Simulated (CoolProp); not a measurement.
Vapour-liquid equilibrium of R113 (1) + ethanol (2) at 444.4 K; x and y are mole fractions of (1).

Model: multi-fluid Helmholtz-energy mixture model, Marx 1992 and Schroeder 2014; pair parameters Bell 2016, in CoolProp.

```
x     bubble pressure, mixture model (kPa)  bubble pressure, Raoult's law (kPa)  y, mixture model  y, Raoult's law
----  ------------------------------------  -----------------------------------  ----------------  ---------------
0.05                                  1845                                 1640             0.131            0.054
0.2                                   2218                                 1659             0.331            0.212
0.35                                  2374                                 1678             0.431            0.367
0.5                                   2426                                 1696             0.510            0.519
0.65                                  2393                                 1715             0.598            0.667
0.8                                   2243                                 1734             0.716            0.812
0.95                                  1919                                 1753             0.904            0.953
```

The largest gap from Raoult's law is +43.0 % in bubble pressure, at x = 0.5. y crosses x between x = 0.5 and 0.65: the model has an azeotrope there.

Pair parameters are fitted to limited data, so mixtures are less certain than the pure fluids.
